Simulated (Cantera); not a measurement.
A closed system holds: 1 mol CO, 0.031 mol NH3, 3.4 mol N2, at 1452 °C and 100000 Pa.

These are equilibrium values from Cantera (NASA tables, ideal gas, pure condensed phases), not measurements of a reactor. Candidate condensed phases: C, C6H6, C7H8, C8H18, H2O; 136 gas species. Rates play no part.

**Question.** What is the equilibrium state?

**Answer.** 
| Quantity | Value |
|---|---|
| x(N2) | 0.765 |
| x(CO) | 0.224 |
| x(H2) | 0.0104 |
| x(HCN) | 5.02e-5 |
| x(CO2) | 4.46e-5 |
| x(H) | 1.89e-5 |
| x(H2O) | 7.27e-6 |
| x(HNC) | 1.60e-6 |
| gas amount | 4.462 mol |
| log10 activity of C(graphite) (absent) | -0.87 |
